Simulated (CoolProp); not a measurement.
Octamethylcyclotetrasiloxane (D4) at 499.57 K and 0.175 MPa is throttled through a valve to 0.12 MPa with no heat exchange. Each further row changes one setting.

Computed with CoolProp (reference Helmholtz-energy equation of state, Thol 2015).

| case | temperature change (K) | final density (kg/m³) |
|---|---|---|
| as stated | ? | ? |
| outlet pressure 0.036 MPa | ? | 2.63 |
| outlet pressure 0.156 MPa | ? | 12.1 |

### Question
Some entries are withheld; supply them.

### Answer

- as stated, temperature change (K): -0.9
- as stated, final density (kg/m³): 9.14
- outlet pressure 0.036 MPa, temperature change (K): -2.1
- outlet pressure 0.156 MPa, temperature change (K): -0.3
